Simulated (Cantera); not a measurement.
Cantera run, input and output.

```python
import numpy as np
import cantera as ct

gas = ct.Solution("h2o2.yaml")
gas.TPX = 475, 240000, {'H2': 1, 'O2': 0.455, 'N2': 1.71}
flame = ct.FreeFlame(gas, width=0.022)
flame.set_refine_criteria(ratio=3, slope=0.08, curve=0.16)
flame.transport_model = "mixture-averaged"
flame.solve(loglevel=0, auto=True)
z, T = flame.grid, flame.T
thick = (T[-1] - T[0]) / np.gradient(T, z).max()
show = ['H2', 'O2', 'HO2', 'H', 'H2O2', 'H2O']
print(f"laminar burning velocity  {flame.velocity[0] * 100:.3f} cm/s")
print(f"burnt temperature         {T[-1]:.1f} K")
print(f"thermal thickness         {thick * 1e3:.4f} mm")
print(f"grid points               {len(z)}")
z0 = z[flame.heat_release_rate.argmax()]
print(f"{'z/mm':>9s}{'T/K':>9s}{'u/(m/s)':>9s}" + "".join(f"{s:>11s}" for s in show))
rows = []
for k in (-3, -2, -1.5, -1, -0.5, -0.25, 0, 0.25, 0.5, 1, 2, 4, 8):
    zz = z0 + k * thick
    rows.append([k * thick, np.interp(zz, z, T), np.interp(zz, z, flame.velocity),
                 *(np.interp(zz, z, flame.X[gas.species_index(s)]) for s in show)])
    print(f"{rows[-1][0] * 1e3:9.3f}{rows[-1][1]:9.1f}{rows[-1][2]:9.3f}" + "".join(f"{x:11.3e}" for x in rows[-1][3:]))
```

It prints:

```
laminar burning velocity  532.630 cm/s
burnt temperature         2522.6 K
thermal thickness         0.1357 mm
grid points               115
     z/mm      T/K  u/(m/s)         H2         O2        HO2          H       H2O2        H2O
   -0.407    475.0    5.326  3.160e-01  1.438e-01  9.667e-13  5.491e-16  1.965e-14  6.830e-12
   -0.271    475.0    5.326  3.160e-01  1.438e-01  1.825e-10  8.024e-14  4.190e-12  1.040e-09
   -0.204    475.0    5.326  3.159e-01  1.438e-01  2.126e-09  8.295e-13  5.090e-11  1.084e-08
   -0.136    475.1    5.325  3.157e-01  1.438e-01  1.298e-07  7.131e-11  3.277e-09  4.967e-07
   -0.068    491.3    5.458  3.086e-01  1.450e-01  1.591e-04  8.428e-06  5.584e-06  4.348e-04
   -0.034    740.7    7.956  2.703e-01  1.411e-01  5.710e-04  2.583e-03  7.263e-05  2.007e-02
    0.000   1236.2   12.805  1.806e-01  1.070e-01  2.187e-04  2.255e-02  1.951e-05  1.009e-01
    0.034   1591.1   16.258  9.594e-02  5.208e-02  9.102e-05  4.345e-02  4.568e-06  2.004e-01
    0.068   1771.7   17.981  6.498e-02  2.726e-02  4.290e-05  4.587e-02  2.577e-06  2.433e-01
    0.136   1948.9   19.593  5.611e-02  1.716e-02  2.274e-05  3.689e-02  1.377e-06  2.635e-01
    0.271   2114.7   21.030  5.324e-02  1.291e-02  1.387e-05  2.562e-02  7.929e-07  2.772e-01
    0.543   2261.0   22.250  4.886e-02  9.164e-03  8.016e-06  1.649e-02  5.189e-07  2.914e-01
    1.086   2375.8   23.176  4.377e-02  6.010e-03  4.425e-06  1.019e-02  3.684e-07  3.044e-01
```

Detailed kinetics in Cantera: the H2/O2 subset of GRI-Mech 3.0, which has no nitrogen chemistry. The hydrogen kinetics of GRI-Mech 3.0 are dated; newer H2 mechanisms differ, most at raised pressure. Burning velocities carry a grid error of a few per cent, more on coarse grids.
